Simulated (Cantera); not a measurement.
An adiabatic, constant-pressure homogeneous reactor starts with CH4 : O2 : N2 = 1 : 0.833 : 3.13 (molar parts), equivalence ratio 2.4, at 1648 K and 7500 Torr. Integrator tolerance rtol = 1e-08.

Computed with Cantera and GRI-Mech 3.0 (53 species, 325 reactions).

**Question.** What does this change do: pressure from 7500 Torr to 6450 Torr?

**Answer.** 
```
quantity                                                              before                                      after
---------------------------------  -----------------------------------------  -----------------------------------------
time of steepest temperature rise                                    73.2 µs                                    82.4 µs
temperature at 0.300 s                                                2473 K                                     2471 K
equilibrium temperature                                               2473 K                                     2471 K
x(CH4) at 0.300 s                    6.46e-9 (gas-phase equilibrium 7.28e-9)    4.80e-9 (gas-phase equilibrium 5.41e-9)
x(O2) at 0.300 s                     5.09e-7 (gas-phase equilibrium 5.09e-7)    5.83e-7 (gas-phase equilibrium 5.83e-7)
x(NO) at 0.300 s                     2.75e-5 (gas-phase equilibrium 2.75e-5)    2.94e-5 (gas-phase equilibrium 2.94e-5)
x(C2H) at 0.300 s                      <1e-12 (gas-phase equilibrium <1e-12)      <1e-12 (gas-phase equilibrium <1e-12)
x(N2O) at 0.300 s                    3.89e-9 (gas-phase equilibrium 3.89e-9)    3.85e-9 (gas-phase equilibrium 3.85e-9)
x(H2O) at 0.300 s                      0.0974 (gas-phase equilibrium 0.0974)      0.0974 (gas-phase equilibrium 0.0974)
x(CH2) at 0.300 s                  4.18e-11 (gas-phase equilibrium 4.68e-11)  3.56e-11 (gas-phase equilibrium 3.99e-11)
```
